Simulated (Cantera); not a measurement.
An adiabatic, constant-volume homogeneous reactor starts with CH₄ : C₂H₆ : C₃H₈ : O₂ : N₂ : H₂O = 1 : 0.18 : 1.1 : 8.38 : 31.5 : 3.8 (molar parts), at 1225 K and 100000 Pa.

Detailed kinetics in Cantera: GRI-Mech 3.0 (53 species, 325 reactions). GRI-Mech 3.0 was tuned for natural gas; its chemistry of propane as a main component is partial and can be far from experiment.

One state of this run: T (K) = 2745; P (bar) = 2.38; x CH₄ = <1e-12; x C₂H₆ = <1e-12; x C₃H₈ = <1e-12; x HO₂ = 7.55e-6; x C₂H = <1e-12; x OH = 0.0181. x: mole fraction; the columns are a selection and need not sum to one.

Task: Which value of t (s) does it belong to?
A. 5.74e-5
B. 0.443
C. 0.00336
D. 0.000292

Result: B, 0.443
